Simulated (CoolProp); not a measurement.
Properties of R124 along the isotherm 104.85 °C.

Model: reference Helmholtz-energy equation of state, de Vries 1995, in CoolProp.

| p (kPa) | phase | density (kg/m³) | cv (kJ/(kg K)) | Joule-Thomson coefficient (K/MPa) | conductivity (mW/(m K)) | Prandtl number |
|---|---|---|---|---|---|---|
| 824 | gas | 39.70 | 0.7937 | 11.90 | 20.2 | 0.727 |
| 1650 | gas | 91.73 | 0.8251 | 14.13 | 21.5 | 0.804 |
| 2470 | gas | 176.4 | 0.8968 | 18.83 | 25.6 | 1.12 |
| 3290 | liquid | 995.5 | 0.8758 | 1.471 | 49.1 | 3.11 |
| 4120 | liquid | (withheld) | 0.8672 | 1.081 | 50.1 | (withheld) |
| 4940 | liquid | 1046 | 0.8619 | 0.8454 | 51.0 | 2.96 |
| 5770 | liquid | 1064 | 0.8584 | 0.6800 | 51.9 | 2.94 |
| 6590 | liquid | 1080 | 0.8559 | 0.5580 | 52.7 | 2.93 |
| 7410 | liquid | 1094 | 0.8541 | 0.4624 | 53.5 | 2.93 |
| 8240 | liquid | 1106 | 0.8528 | (withheld) | 54.2 | 2.94 |
| 9060 | liquid | 1117 | 0.8518 | 0.3196 | 54.9 | 2.95 |

Complete the blanks.


- 4120, density (kg/m³): 1024
- 4120, Prandtl number: 3.00
- 8240, Joule-Thomson coefficient (K/MPa): 0.3840

Viscosity comes from a separate model (Bell 2016), an estimate that may be off by 10 % or more. Thermal conductivity comes from a separate model (Huber 2003), an estimate that may be off by 10 % or more.
